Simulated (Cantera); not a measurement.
Input: 1 mol Al, 52 mol NH3, 2.6 mol H2, 0.84 mol N2, at 1898.15 K and 2900 Pa.

Equilibrium computed with Cantera from the NASA thermochemical tables; the gas is ideal and each condensed phase is pure. Candidate condensed phases: Al, AlN; 13 gas species. Rates play no part.

Base state: H2 0.749, N2 0.246, H 0.00398, Al 0.00109, AlH 5.69e-5 (mole fractions); condensed: AlN(s).

Task: What changes in the equilibrium state with this change: temperature from 1898.15 K to 1973 K?

Result: 
| species | before | after |
|---|---|---|
| H2 | 0.749 | 0.742 |
| N2 | 0.246 | 0.246 |
| H | 0.00398 | 0.00682 |
| Al | 0.00109 | 0.00498 |
| AlH | 5.69e-5 | 0.000217 |
| AlN(s), mol | 0.877 | 0.438 |

Task: What changes in the equilibrium state with this change: temperature from 1898.15 K to 2173 K?

Result: 
| species | before | after |
|---|---|---|
| H2 | 0.749 | 0.722 |
| N2 | 0.246 | 0.245 |
| H | 0.00398 | 0.0241 |
| Al | 0.00109 | 0.00886 |
| AlH | 5.69e-5 | 0.000253 |
| AlN(s), mol | 0.877 | 0 |
